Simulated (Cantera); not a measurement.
Equilibrium for boron, boron nitride and boron oxide: B + H2

Feed: 1 mol B, 5.7 mol H2, held at 2098.15 K.

Method: chemical equilibrium by Gibbs-energy minimisation in Cantera with the NASA 1993 tables (ideal gas, pure condensed phases). Candidate condensed phases: B; 7 gas species. The tables' values for BH2 are old estimates; treat these amounts as uncertain. Gases not in the tables: B2H6 and higher boranes. Kinetics and transport are ignored.

| P (Pa) | log p H2 | log p H | log p B | log p BH2 | log p BH | log p BH3 | log p B2 | n B(s) |
|---|---|---|---|---|---|---|---|---|
| 10 | -4.14 | -4.58 | -6.20 | -7.23 | -8.06 | -10.55 | -10.88 | 0.954 |
| 63 | -3.25 | -4.14 | -6.20 | -6.35 | -7.62 | -9.22 | -10.88 | 0.989 |
| 400 | -2.42 | -3.72 | -6.20 | -5.52 | -7.20 | -7.97 | -10.88 | 0.995 |
| 2500 | -1.61 | -3.32 | -6.20 | -4.71 | -6.79 | -6.76 | -10.88 | 0.995 |
| 16000 | -0.80 | -2.91 | -6.20 | -3.90 | -6.39 | -5.54 | -10.88 | 0.995 |
| 100000 | 0.00 | -2.51 | -6.20 | -3.10 | -5.99 | -4.34 | -10.88 | 0.995 |
log p: log10 of the partial pressure in bar; n: condensed amount in mol.

From 10.0 Pa to 1.00 bar the condensed part is B(s).
